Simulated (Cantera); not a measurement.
# Reactions in the system H-S-Si

Cantera with NASA thermochemical tables; ideal gases at 1 bar, condensed phases pure. Values are per mole of reaction as written; species without (g) are pure solids or liquids, kept so even where they would boil at 1 bar.

S + SiH2(g) ⇌ H2S(g) + Si(g)

```json
[
 {"T (K)": "650", "ΔH° (kJ)": "175.5", "ΔS° (J/K)": "115.5", "ΔG° (kJ)": "100.4", "log10 K": "-8.07"},
 {"T (K)": "675", "ΔH° (kJ)": "174.9", "ΔS° (J/K)": "114.6", "ΔG° (kJ)": "97.5", "log10 K": "-7.55"},
 {"T (K)": "700", "ΔH° (kJ)": "174.4", "ΔS° (J/K)": "113.9", "ΔG° (kJ)": "94.7", "log10 K": "-7.06"},
 {"T (K)": "725", "ΔH° (kJ)": "173.9", "ΔS° (J/K)": "113.2", "ΔG° (kJ)": "91.8", "log10 K": "-6.62"},
 {"T (K)": "750", "ΔH° (kJ)": "173.4", "ΔS° (J/K)": "112.5", "ΔG° (kJ)": "89.0", "log10 K": "-6.20"},
 {"T (K)": "775", "ΔH° (kJ)": "172.8", "ΔS° (J/K)": "111.8", "ΔG° (kJ)": "86.2", "log10 K": "-5.81"},
 {"T (K)": "800", "ΔH° (kJ)": "172.3", "ΔS° (J/K)": "111.1", "ΔG° (kJ)": "83.4", "log10 K": "-5.45"},
 {"T (K)": "825", "ΔH° (kJ)": "171.8", "ΔS° (J/K)": "110.4", "ΔG° (kJ)": "80.7", "log10 K": "-5.11"},
 {"T (K)": "850", "ΔH° (kJ)": "171.2", "ΔS° (J/K)": "109.7", "ΔG° (kJ)": "77.9", "log10 K": "-4.79"},
 {"T (K)": "875", "ΔH° (kJ)": "170.6", "ΔS° (J/K)": "109.0", "ΔG° (kJ)": "75.2", "log10 K": "-4.49"},
 {"T (K)": "900", "ΔH° (kJ)": "170.0", "ΔS° (J/K)": "108.3", "ΔG° (kJ)": "72.5", "log10 K": "-4.20"}
]
```

2 SiH2(g) ⇌ Si + SiH4(g)

```json
[
 {"T (K)": "650", "ΔH° (kJ)": "-458.5", "ΔS° (J/K)": "-196.2", "ΔG° (kJ)": "-330.9", "log10 K": "26.59"},
 {"T (K)": "675", "ΔH° (kJ)": "-458.6", "ΔS° (J/K)": "-196.5", "ΔG° (kJ)": "-326.0", "log10 K": "25.23"},
 {"T (K)": "700", "ΔH° (kJ)": "-458.8", "ΔS° (J/K)": "-196.7", "ΔG° (kJ)": "-321.1", "log10 K": "23.96"},
 {"T (K)": "725", "ΔH° (kJ)": "-459.0", "ΔS° (J/K)": "-197.0", "ΔG° (kJ)": "-316.2", "log10 K": "22.78"},
 {"T (K)": "750", "ΔH° (kJ)": "-459.1", "ΔS° (J/K)": "-197.2", "ΔG° (kJ)": "-311.2", "log10 K": "21.68"},
 {"T (K)": "775", "ΔH° (kJ)": "-459.3", "ΔS° (J/K)": "-197.4", "ΔG° (kJ)": "-306.3", "log10 K": "20.64"},
 {"T (K)": "800", "ΔH° (kJ)": "-459.5", "ΔS° (J/K)": "-197.6", "ΔG° (kJ)": "-301.4", "log10 K": "19.68"},
 {"T (K)": "825", "ΔH° (kJ)": "-459.6", "ΔS° (J/K)": "-197.8", "ΔG° (kJ)": "-296.4", "log10 K": "18.77"},
 {"T (K)": "850", "ΔH° (kJ)": "-459.8", "ΔS° (J/K)": "-198.0", "ΔG° (kJ)": "-291.5", "log10 K": "17.91"},
 {"T (K)": "875", "ΔH° (kJ)": "-459.9", "ΔS° (J/K)": "-198.1", "ΔG° (kJ)": "-286.5", "log10 K": "17.10"},
 {"T (K)": "900", "ΔH° (kJ)": "-460.0", "ΔS° (J/K)": "-198.3", "ΔG° (kJ)": "-281.6", "log10 K": "16.34"}
]
```

SiH4(g) ⇌ Si + 2 H2(g)

```csv
T (K),ΔH° (kJ),ΔS° (J/K),ΔG° (kJ),log10 K
650,-25.6,95.8,-87.9,7.06
675,-25.3,96.4,-90.3,6.99
700,-25.0,96.8,-92.7,6.92
725,-24.7,97.2,-95.1,6.85
750,-24.4,97.6,-97.6,6.80
775,-24.2,97.9,-100.0,6.74
800,-23.9,98.2,-102.5,6.69
825,-23.8,98.4,-104.9,6.64
850,-23.6,98.6,-107.4,6.60
875,-23.4,98.8,-109.9,6.56
900,-23.3,98.9,-112.3,6.52
```
